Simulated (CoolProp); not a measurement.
Vapour-liquid equilibrium of benzene (1) + m-xylene (2) at 0.95 bar; x and y are mole fractions of (1).

The numbers come from the multi-fluid Helmholtz-energy mixture model, Thol 2012 and Zhou 2012; pair parameters Bell 2016 in CoolProp.

Give the bubble temperature and the first vapour's composition at x = 0.575, 0.875, 0.95. Is there an azeotrope?

x = 0.575: 366.2 K, y = 0.884; x = 0.875: 354.9 K, y = 0.977; x = 0.95: 352.6 K, y = 0.992. No azeotrope shows between x = 0.05 and 0.95.

Pair parameters are fitted to limited data, so mixtures are less certain than the pure fluids.
